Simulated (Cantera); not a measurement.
A Cantera script and what it prints.

```python
import numpy as np
import cantera as ct

gas_names = """
    H HO2 H2 H2O H2O2 Mg MgH MgO MgOH MgO2H2 Mg2 O OH O2 O3 Si SiH SiH2 SiH3 SiH4 SiO SiO2 Si2 Si3
""".split()
cond_names = """
    H2O(s) H2O(L) Mg(cr) Mg(L) MgO(s) MgO(L) MgO2H2(s) MgSiO3(I) MgSiO3(II) MgSiO3(III) MgSiO3(L)
    Mg2SiO4(s) Mg2SiO4(L) Si(cr) Si(L) SiO2(Lqz) SiO2(hqz) SiO2(L)
""".split()


# ... load() reads the species with a 1 bar reference pressure and builds the phases ...
atoms = {
    'SiO2': {'Si': 1, 'O': 2},
    'MgO': {'Mg': 1, 'O': 1},
    'H2': {'H': 2},
}
top_T = {}  # K; cautious upper limits of use, not melting points


# ... equilibrate(T, P, feed) seeds the gas with the atoms and calls Mixture.equilibrate('TP', solver="vcs", rtol=1e-11, max_steps=5000) ...
results = []
feed = {'SiO2': 1, 'MgO': 0.6, 'H2': 7.7}  # mol
T = 798  # K
P = 10000  # Pa
mix = equilibrate(T, P, feed)
results.append((T, P, feed, dict(zip(mix.species_names, mix.species_moles))))
x = sorted(zip(gas.X, gas.species_names), reverse=True)
print(f"T = {T:g} K  P = {P:g} Pa  gas = {mix.phase_moles(0):.4g} mol")
print("   x: " + "  ".join(f"{s} {v:.3e}" for v, s in x if v > 1e-05))
print("   condensed (mol): " + ("  ".join(f"{mix.phase(i).name} {mix.phase_moles(i):.4g}"
      for i in range(1, mix.n_phases) if mix.phase_moles(i) > 1e-12) or "none"))
```

Result:

```
T = 798 K  P = 10000 Pa  gas = 7.7 mol
   x: H2 1.000e+00
   condensed (mol): MgSiO3(I) 0.6  SiO2(Lqz) 0.4
```

These are equilibrium values from Cantera (NASA tables, ideal gas, pure condensed phases), not measurements of a reactor. Condensed phases not in the tables: alloys, solid solutions and most ternary compounds.
